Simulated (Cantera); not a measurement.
Cantera run, input and output.

```python
import numpy as np
import cantera as ct

gas = ct.Solution("gri30.yaml")
gas.TPX = 575, 1000000, {'H2': 1, 'O2': 1.06, 'N2': 4, 'NO': 0.0061, 'H2O': 0.073}
inlet = ct.Reservoir(gas, clone=True)
gas.equilibrate("HP")  # start burning
reactor = ct.IdealGasConstPressureReactor(gas, energy="on", clone=False)
exhaust = ct.Reservoir(gas, clone=True)
tau = [0.037, 0.017, 0.008, 0.0037, 0.0017, 0.00082, 0.00038, 0.00018, 8.3e-05][0]
for a, b in ((inlet, reactor), (reactor, exhaust)):
    ct.MassFlowController(a, b, mdot=lambda t: reactor.mass / tau)
net = ct.ReactorNet([reactor])
show = ['H2', 'O2', 'NO', 'O', 'OH', 'N2O']

rows = []
print(f"{'tau/s':>10s}{'T/K':>9s}" + "".join(f"{s:>11s}" for s in show))
for tau in [0.037, 0.017, 0.008, 0.0037, 0.0017, 0.00082, 0.00038, 0.00018, 8.3e-05]:
    net.initial_time = 0.0
    net.advance(30 * tau)
    before = gas.X
    net.advance(40 * tau)
    drift = np.max(np.abs(gas.X - before) / (gas.X + 1e-9))
    rows.append([gas.T, *gas[show].X, drift])
    print(f"{tau:10.3e}{gas.T:9.1f}" + "".join(f"{x:11.3e}" for x in gas[show].X))
```

Output:

```
     tau/s      T/K         H2         O2         NO          O         OH        N2O
 3.700e-02   1795.8  4.187e-05  9.916e-02  1.081e-03  1.867e-05  5.381e-04  7.040e-07
 1.700e-02   1795.2  7.039e-05  9.915e-02  1.077e-03  2.519e-05  6.184e-04  9.184e-07
 8.000e-03   1794.3  1.180e-04  9.913e-02  1.075e-03  3.633e-05  7.330e-04  1.249e-06
 3.700e-03   1792.9  2.004e-04  9.911e-02  1.072e-03  5.584e-05  8.937e-04  1.724e-06
 1.700e-03   1790.8  3.408e-04  9.909e-02  1.070e-03  8.930e-05  1.108e-03  2.288e-06
 8.200e-04   1787.8  5.589e-04  9.909e-02  1.068e-03  1.416e-04  1.363e-03  2.752e-06
 3.800e-04   1783.0  9.400e-04  9.911e-02  1.068e-03  2.331e-04  1.699e-03  2.998e-06
 1.800e-04   1775.7  1.555e-03  9.919e-02  1.067e-03  3.796e-04  2.097e-03  2.935e-06
 8.300e-05   1763.8  2.620e-03  9.940e-02  1.067e-03  6.249e-04  2.583e-03  2.636e-06
```

Computed with Cantera and GRI-Mech 3.0 (53 species, 325 reactions). The hydrogen kinetics of GRI-Mech 3.0 are dated; newer H2 mechanisms differ, most at raised pressure.
